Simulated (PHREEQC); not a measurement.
0.016 g of hydrous ferric oxide (600 m²/g; 0.2 weak and 0.005 strong sites per Fe, Dzombak-Morel constants, diffuse double layer) in 1 kg of water with 0.1 mol/kgw of an inert sodium salt and 3.6e-08 mol MnCl2, at 25 °C; the pH is set by adding NaOH or the inert anion's acid. The system is closed to oxygen. No CO2 enters from the air. Precipitation was switched off in this run.

Base run: PHREEQC, ion-association model, wateq4f.dat. Each further column changes one thing. The table gives Mn sorbed (%).

```csv
pH,base,background salt from 0.1 to 0.01 mol/kgw,oxide from 0.016 to 0.08 g/kgw,2.2e-05 mol/kgw SrCl2 added
4,0.0,0.0,0.0,0.0
4.5,0.0,0.0,0.0,0.0
5,0.0,0.0,0.0,0.0
5.5,0.0,0.0,0.2,0.0
6,0.2,0.3,(withheld),0.2
6.5,1.8,(withheld),8.5,1.8
7.5,52.6,61.4,(withheld),50.8
8,89.9,93.5,(withheld),(withheld)
8.5,98.6,99.3,99.7,(withheld)
9,99.8,(withheld),100.0,98.0
9.5,100.0,100.0,100.0,99.3
10,100.0,100.0,100.0,99.8
```

### Question
Some entries are withheld; supply them.

### Answer

- 6, oxide from 0.016 to 0.08 g/kgw: 1.2
- 6.5, background salt from 0.1 to 0.01 mol/kgw: 2.0
- 7.5, oxide from 0.016 to 0.08 g/kgw: 84.9
- 8, oxide from 0.016 to 0.08 g/kgw: 97.9
- 8, 2.2e-05 mol/kgw SrCl2 added: 86.0
- 8.5, 2.2e-05 mol/kgw SrCl2 added: 95.4
- 9, background salt from 0.1 to 0.01 mol/kgw: 99.9
